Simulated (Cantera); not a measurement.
Input: 1 mol Pb, 0.044 mol H₂, 5.6 mol N₂, equilibrated at 677 °C and 77.0 Pa.

Cantera equilibrium calculation (NASA polynomials, part measured and part estimated; ideal gas, pure solids and liquids). Candidate condensed phases: Pb; 11 gas species. The numbers say what is thermodynamically allowed, not how fast it happens.

Base state: N₂ 0.986, H₂ 0.00774, Pb 0.00653 (mole fractions); condensed: Pb(l).

**Question.** What changes in the equilibrium state with this change: temperature from 677 °C to 900 °C?

**Answer.** 
```
species      before    after
----------  -------  -------
N₂            0.986    0.843
Pb          0.00653    0.151
H₂          0.00774  0.00662
Pb(l), mol    0.963        0
```
